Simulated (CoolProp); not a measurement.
A simple Rankine cycle with methanol: condensing at 295.15 K, boiler at 4.14 MPa, turbine inlet 476.6 K, turbine efficiency 0.65, pump efficiency 0.8, no recuperator. Each further row changes one setting.

Values from CoolProp's reference Helmholtz-energy equation of state, de Reuck 1993.

```json
[
 {"case": "as stated", "thermal efficiency (%)": "(withheld)", "net work (kJ/kg)": "(withheld)", "heat in (kJ/kg)": "1240", "turbine exit temperature (K)": "295.1", "volume ratio over the turbine": "229"},
 {"case": "turbine inlet 496.6 K", "thermal efficiency (%)": "20.4", "net work (kJ/kg)": "275", "heat in (kJ/kg)": "1350", "turbine exit temperature (K)": "295.1", "volume ratio over the turbine": "205"},
 {"case": "condensing temperature 287.15 K", "thermal efficiency (%)": "(withheld)", "net work (kJ/kg)": "262", "heat in (kJ/kg)": "1260", "turbine exit temperature (K)": "287.2", "volume ratio over the turbine": "345"},
 {"case": "boiler pressure 2.9 MPa", "thermal efficiency (%)": "19.5", "net work (kJ/kg)": "262", "heat in (kJ/kg)": "1350", "turbine exit temperature (K)": "295.1", "volume ratio over the turbine": "142"},
 {"case": "turbine efficiency 0.55", "thermal efficiency (%)": "(withheld)", "net work (kJ/kg)": "208", "heat in (kJ/kg)": "1240", "turbine exit temperature (K)": "295.1", "volume ratio over the turbine": "238"}
]
```

Q: Complete the blanks.

A: 
- as stated, thermal efficiency (%): 19.9
- as stated, net work (kJ/kg): 247
- condensing temperature 287.15 K, thermal efficiency (%): 20.8
- turbine efficiency 0.55, thermal efficiency (%): 16.8

The expansion ends wet for: as stated; turbine inlet 496.6 K; condensing temperature 287.15 K; boiler pressure 2.9 MPa; turbine efficiency 0.55.
